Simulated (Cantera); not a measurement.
A perfectly stirred reactor is fed with CO : O2 : H2O : N2 = 0.0082 : 0.0035 : 0.0079 : 1 (molar parts), equivalence ratio 1.2, at 233 Torr; it is held at 975 K, and followed from long to short residence time.

Computed with Cantera and GRI-Mech 3.0 (53 species, 325 reactions).

One state of this run: x CO = 0.00226; x O2 = 0.000649; x H2O = 0.00752; x N2O = 1.86e-8; x NO = 8.66e-8. x: mole fraction; the columns are a selection and need not sum to one.

Task: Which value of τ (s) does it belong to?
(A) 1.8
(B) 0.078
(C) 0.0033
(D) 0.38

Result: D, 0.38
